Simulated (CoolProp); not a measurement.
The fluid at 254.18 K and 0.179 MPa is throttled through a valve to 0.039 MPa with no heat exchange. The same conditions are run with several fluids, on thermodynamics alone (safety and materials aside).

Values from CoolProp's reference Helmholtz-energy equation of state of each fluid (C3F8 (R218): Lemmon 2006; nitrogen: Span 2000; fluorine: de Reuck 1990; hydrogen chloride: Thol 2018; carbonyl sulfide: Lemmon 2006).

```csv
fluid,temperature change (K),final density (kg/m³)
C3F8 (R218),-3.5,3.57
nitrogen,-0.4,0.518
fluorine,-0.4,0.702
hydrogen chloride,[?],[?]
carbonyl sulfide,[?],1.14
```

Some entries are withheld; supply them.


- hydrogen chloride, temperature change (K): -3.4
- hydrogen chloride, final density (kg/m³): 0.685
- carbonyl sulfide, temperature change (K): -4.4
